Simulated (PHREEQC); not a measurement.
Solution (50 °C): 0.051 mol HF, 0.001 mol NH4HF2 and 0.0012 mol H4SiO4 per kg of water. It is in equilibrium with CO2 at log p = -3.5 (atm). Otherwise closed; pH follows from the charge balance.

Model: ion-association model, phreeqc.dat, run in PHREEQC.

```yaml
pH: 2.28
ionic_strength: 0.00786 mol/kgw
total_alkalinity: -52.0 meq/kg
```

```tsv
species	molality	activity	log γ
HF	0.0409	0.0410	0.001
H+	0.00566	0.00520	-0.037
F-	0.00362	0.00328	-0.043
SiF6-2	0.00120	0.000820	-0.165
NH4+	0.00100	0.000903	-0.044
HF2-	0.000642	0.000583	-0.042
CO2	6.14e-6	6.15e-6	0.001
```

No solid was allowed to form. Complexes and solids missing from the database can't appear. Away from 25 °C the constants follow the database's enthalpies or fits; those with neither stay at their 25 °C values. SiF6-2 is the database's only silicon fluoride.
